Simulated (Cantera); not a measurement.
A closed system holds: 1 mol SiCl4, 0.66 mol NH3, 3.7 mol H2, 9.9 mol N2, held at 2025 K and 0.00140 bar.

Cantera equilibrium calculation (NASA polynomials, part measured and part estimated; ideal gas, pure solids and liquids). Candidate condensed phases: NH4Cl, Si, Si3N4; 28 gas species. The tables' values for SiCl, SiCl3, SiN are old estimates; treat these amounts as uncertain. Equilibrium is a limit: real reactors are often held back by kinetics, nucleation or transport.

Base state: N2 0.588, H2 0.195, HCl 0.127, SiCl2 0.0446, H 0.0227, Cl 0.0110, Si 0.00970, SiCl 0.00275 (mole fractions); condensed: gas only.

What changes in the equilibrium state with this change: temperature from 2025 K to 1475 K?


```json
[
 {"species": "N2", "before": "0.588", "after": "0.600"},
 {"species": "H2", "before": "0.195", "after": "0.203"},
 {"species": "HCl", "before": "0.127", "after": "0.155"},
 {"species": "H", "before": "0.0227", "after": "0.000156"},
 {"species": "Cl", "before": "0.0110", "after": "9.68e-5"},
 {"species": "SiCl2", "before": "0.0446", "after": "0.0394"},
 {"species": "Si2", "before": "2.49e-5", "after": "<1e-9"},
 {"species": "Si", "before": "0.00970", "after": "4.33e-7"},
 {"species": "Si3N4(s), mol", "before": "0", "after": "0.104"}
]
```
The tables' values for SiCl3 are old estimates; treat these amounts as uncertain.

What changes in the equilibrium state with this change: pressure from 0.00140 bar to 0.000330 bar?


| species | before | after |
|---|---|---|
| N2 | 0.588 | 0.569 |
| H2 | 0.195 | 0.172 |
| HCl | 0.127 | 0.134 |
| H | 0.0227 | 0.0440 |
| Cl | 0.0110 | 0.0253 |
| Si | 0.00970 | 0.0219 |
| SiCl2 | 0.0446 | 0.0300 |
| SiCl3 | 0.000101 | 3.70e-5 |
| Si2N | 2.05e-5 | 1.18e-5 |
The tables' values for SiCl, SiN, SiCl3 are old estimates; treat these amounts as uncertain.
